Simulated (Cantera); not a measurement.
A Cantera script and what it prints.

```python
import numpy as np
import cantera as ct

gas_names = """
    AL ALN ALO ALO2 AL2 AL2O AL2O2 N NO NO2 NO3 N2 N2O O O2 O3
""".split()
cond_names = """
    AL(cr) AL(L) ALN(s) AL2O3(a) AL2O3(L)
""".split()


# ... load() reads the species with a 1 bar reference pressure and builds the phases ...
atoms = {
    'Al': {'AL': 1},
    'N2O': {'N': 2, 'O': 1},
    'N2': {'N': 2},
}
top_T = {'ALN(s)': 2750}  # K; cautious upper limits of use, not melting points


# ... equilibrate(T, P, feed) seeds the gas with the atoms and calls Mixture.equilibrate('TP', solver="vcs", rtol=1e-11, max_steps=5000) ...
results = []
T = 1325  # K
P = 13332.2  # Pa
for m in [0.63, 1.1, 1.8, 2.9, 4.9, 8.2, 14, 23]:
    feed = {'Al': 1, 'N2O': m, 'N2': 2.5}  # mol
    mix = equilibrate(T, P, feed)
    results.append((T, P, feed, dict(zip(mix.species_names, mix.species_moles))))

top = {s: max(r[3][s] / sum(r[3][g] for g in gas_names) for r in results) for s in gas_names}
cols = sorted((s for s in top if top[s] > 1e-05), key=lambda s: -top[s])[:5]
seen = [c for c in cond_names if any(r[3].get(c, 0) > 1e-12 for r in results)]
print("log10 of partial pressures in bar; condensed amounts in mol")
print(f"{'n(N2O)':>10s}" + "".join(f"{s[:9]:>10s}" for s in cols + seen))
for T, P, feed, n in results:
    ng = sum(n[g] for g in gas_names)
    print(f"{feed['N2O']:10.4g}" + "".join(f"{np.log10(max(n[s] / ng * P / 1e5, 1e-99)):10.3f}" for s in cols)
          + "".join(f"{n.get(c, 0):10.4g}" for c in seen))
```

Output:

```
log10 of partial pressures in bar; condensed amounts in mol
    n(N2O)        N2        O2        NO    ALN(s)  AL2O3(a)
      0.63    -0.875   -24.409   -15.584      0.58      0.21
       1.1    -0.875   -24.409   -15.584    0.2667    0.3667
       1.8    -0.890    -2.349    -4.562         0       0.5
       2.9    -0.928    -1.816    -4.315         0       0.5
       4.9    -0.965    -1.604    -4.227         0       0.5
       8.2    -0.994    -1.498    -4.188         0       0.5
        14    -1.015    -1.437    -4.168         0       0.5
        23    -1.028    -1.403    -4.158         0       0.5
```

Equilibrium computed with Cantera from the NASA thermochemical tables; the gas is ideal and each condensed phase is pure. Mutual solubility and eutectic melting of coexisting phases are not modelled.
